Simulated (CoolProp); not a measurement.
Sulfur hexafluoride along the isotherm 394.5 K: Z from the reference equation and from simpler models built on Tc = 318.7 K, pc = 3.755 MPa, ω = 0.210; each cubic takes its own stable root.

The numbers come from the reference Helmholtz-energy equation of state, Guder 2009 in CoolProp.

```json
[
 {"p (MPa)": "2.35", "phase": "gas", "reference": "0.8962", "van der Waals": "0.8818", "Redlich-Kwong": "0.8828"},
 {"p (MPa)": "4.69", "phase": "supercritical", "reference": "0.7884", "van der Waals": "0.7410", "Redlich-Kwong": "0.7604"},
 {"p (MPa)": "7.04", "phase": "supercritical", "reference": "0.6887", "van der Waals": "0.6009", "Redlich-Kwong": "…"},
 {"p (MPa)": "9.39", "phase": "supercritical", "reference": "…", "van der Waals": "…", "Redlich-Kwong": "0.6029"},
 {"p (MPa)": "11.7", "phase": "supercritical", "reference": "0.6230", "van der Waals": "…", "Redlich-Kwong": "…"},
 {"p (MPa)": "14.1", "phase": "supercritical", "reference": "0.6520", "van der Waals": "0.7020", "Redlich-Kwong": "0.6483"},
 {"p (MPa)": "16.4", "phase": "supercritical", "reference": "…", "van der Waals": "0.7730", "Redlich-Kwong": "0.6928"},
 {"p (MPa)": "18.8", "phase": "supercritical", "reference": "0.7468", "van der Waals": "0.8489", "Redlich-Kwong": "…"}
]
```

### Question
Complete the blanks.

### Answer

- 7.04, Redlich-Kwong: 0.6515
- 9.39, reference: 0.6287
- 9.39, van der Waals: 0.5831
- 11.7, van der Waals: 0.6330
- 11.7, Redlich-Kwong: 0.6122
- 16.4, reference: 0.6949
- 18.8, Redlich-Kwong: 0.7436
